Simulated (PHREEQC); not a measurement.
0.19 g of hydrous ferric oxide (600 m²/g; 0.2 weak and 0.005 strong sites per Fe, Dzombak-Morel constants, diffuse double layer) in 1 kg of water with 0.05 mol/kgw of an inert sodium salt and 8e-06 mol/kgw Na2SeO4, at 25 °C; the pH is set by adding NaOH or the inert anion's acid. O2 is buffered at 0.21 atm. The system is closed to CO2. No solid was allowed to form.

The series has 13 steps of pH, from 4 to 12.

The numbers come from PHREEQC with the ion-association model, wateq4f.dat.

Task: Near which pH is half of the Se sorbed, and on which side is more sorbed?

Result: Near pH 6.2, with more sorbed at lower pH.
